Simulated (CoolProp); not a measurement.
R134a at 278.47 K and 5.28 MPa is throttled through a valve to 1.83 MPa with no heat exchange. Each further row changes one setting.

Computed with CoolProp (reference Helmholtz-energy equation of state, Tillner-Roth 1994).

```json
[
 {"case": "as stated", "temperature change (K)": "(withheld)"},
 {"case": "outlet pressure 0.549 MPa", "temperature change (K)": "(withheld)"},
 {"case": "outlet pressure 2.38 MPa", "temperature change (K)": "(withheld)"}
]
```

Question: What belongs in the gaps?

Answer: 
- as stated, temperature change (K): +0.6
- outlet pressure 0.549 MPa, temperature change (K): +0.8
- outlet pressure 2.38 MPa, temperature change (K): +0.5
